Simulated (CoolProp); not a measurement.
Vapour-liquid equilibrium of acetone (1) + toluene (2) at 32.5 kPa; x and y are mole fractions of (1).

Model: multi-fluid Helmholtz-energy mixture model, Lemmon 2006 and Lemmon 2006; pair parameters Bell 2016, in CoolProp.

| x | bubble temperature, mixture model (°C) | bubble temperature, Raoult's law (°C) | y, mixture model | y, Raoult's law |
|---|---|---|---|---|
| 0.05 | 64.9 | 68.9 | [?] | 0.237 |
| 0.125 | 55.2 | 61.6 | 0.579 | 0.469 |
| 0.2 | 49.0 | 55.7 | [?] | 0.616 |
| 0.275 | [?] | 50.9 | 0.766 | 0.715 |
| 0.35 | [?] | 46.8 | [?] | 0.786 |
| 0.425 | [?] | 43.3 | 0.846 | 0.838 |
| 0.5 | 36.7 | 40.2 | [?] | 0.877 |
| 0.575 | 34.8 | 37.5 | 0.896 | 0.908 |
| 0.65 | 33.1 | 35.1 | 0.916 | 0.933 |
| 0.725 | 31.6 | 32.9 | 0.935 | 0.952 |
| 0.8 | 30.1 | 30.9 | 0.953 | 0.969 |
| 0.875 | 28.6 | 29.0 | 0.971 | 0.982 |
| 0.95 | 27.2 | 27.4 | [?] | 0.993 |

Question: Fill in the missing entries.

Answer: 
- 0.05, y, mixture model: 0.339
- 0.2, y, mixture model: 0.696
- 0.275, bubble temperature, mixture model (°C): 44.6
- 0.35, bubble temperature, mixture model (°C): 41.4
- 0.35, y, mixture model: 0.812
- 0.425, bubble temperature, mixture model (°C): 38.8
- 0.5, y, mixture model: 0.873
- 0.95, y, mixture model: 0.988

The largest gap from Raoult's law is -6.7 K in bubble temperature, at x = 0.2. No azeotrope shows between x = 0.05 and 0.95.

Pair parameters are fitted to limited data, so mixtures are less certain than the pure fluids.
